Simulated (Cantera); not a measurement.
**Catalytic stagnation flow on Pt**

A jet of 1.19 % CH₄, 13.0 % O₂, 85.8 % N₂, equivalence ratio 0.18 at 300 K and 300 Torr hits a platinum plate 2.5 cm away at a mass flux of 0.022 kg/m²/s; the plate temperature is set and raised in steps from an oxygen-covered start.

Detailed kinetics in Cantera: Deutschmann's 1995 Pt surface mechanism with GRI-Mech 3.0 gas chemistry. Catalytic surfaces can have several steady states; this one follows from the mechanism file's or the stated starting coverage.

```
plate T (K)  wall x CH₄  wall x O₂  wall x H₂O  wall x OH  wall x CO  wall x CO₂  θ free Pt   θ O*    θ OH*
-----------  ----------  ---------  ----------  ---------  ---------  ----------  ---------  -----  -------
850             0.00886      0.124     0.00578      <1e-8    1.93e-6     0.00374     0.0838  0.915  0.00111
900             0.00624      0.118      0.0106    1.36e-8    1.92e-6     0.00691      0.130  0.869  0.00145
950             0.00405      0.114      0.0147    4.14e-8    1.71e-6     0.00955      0.183  0.816  0.00160
1000            0.00263      0.111      0.0173    1.10e-7    1.48e-6      0.0113      0.241  0.758  0.00160
1050            0.00178      0.109      0.0188    2.60e-7    1.31e-6      0.0123      0.301  0.698  0.00151
```
x: mole fraction at the wall; θ: surface coverage.
